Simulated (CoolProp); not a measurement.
CH2F2 (R32) at several states: fugacity coefficient from the reference equation and from simpler models built on Tc = 78.1 °C, pc = 5.783 MPa, ω = 0.277; each cubic takes its own stable root.

Model: reference Helmholtz-energy equation of state, Tillner-Roth 1997, in CoolProp.

```
T (°C)   p (MPa)   phase  reference
-------  -------  ------  ---------
78.75     0.0603     gas     0.9960
-73.95    0.0517  liquid     0.5332
-103.55     15.5  liquid  0.0002693
```

How far does each simpler model (van der Waals, Redlich-Kwong, Soave-Redlich-Kwong, Peng-Robinson) lie from the reference over these 3 states: mean and median of the absolute difference, and the worst?


- van der Waals: mean 2205.9 %, median 85.7 %, worst +6532.0 % at -103.55 °C and 15.5 MPa
- Redlich-Kwong: mean 105.6 %, median 84.8 %, worst +231.8 % at -103.55 °C and 15.5 MPa
- Soave-Redlich-Kwong: mean 1.7 %, median 0.1 %, worst -4.8 % at -73.95 °C and 0.0517 MPa
- Peng-Robinson: mean 1.5 %, median 1.3 %, worst +3.2 % at -103.55 °C and 15.5 MPa

At some of these states van der Waals, Redlich-Kwong gives the other phase, because its saturation line lies elsewhere.
